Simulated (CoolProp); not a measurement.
Vapour-liquid equilibrium of CHF3 (R23) (1) + R22 (2) at -90.45 °C; x and y are mole fractions of (1).

Model: multi-fluid Helmholtz-energy mixture model, Penoncello 2003 and Kamei 1995; pair parameters Bell 2016, in CoolProp.

```tsv
x	bubble pressure (bar)	y at the bubble point	dew pressure at overall composition x (bar)	liquid density (mol/L)
0.05	0.08683	0.490	…	18.02
0.15	0.1627	0.754	0.05410	18.31
0.25	0.2311	0.844	0.06085	18.61
0.35	…	0.890	0.06952	18.91
0.45	0.3467	0.919	0.08105	19.22
0.55	…	0.938	0.09715	19.53
0.65	0.4421	0.954	0.1212	19.86
0.75	…	0.967	0.1608	20.20
0.85	0.5319	0.980	0.2375	20.55
0.95	0.5802	0.993	0.4295	20.91
```

Q: Fill in the missing entries.

A: 
- 0.05, dew pressure at overall composition x (bar): 0.04870
- 0.35, bubble pressure (bar): 0.2922
- 0.55, bubble pressure (bar): 0.3961
- 0.75, bubble pressure (bar): 0.4866

No azeotrope shows between x = 0.05 and 0.95.

Pair parameters are fitted to limited data, so mixtures are less certain than the pure fluids.
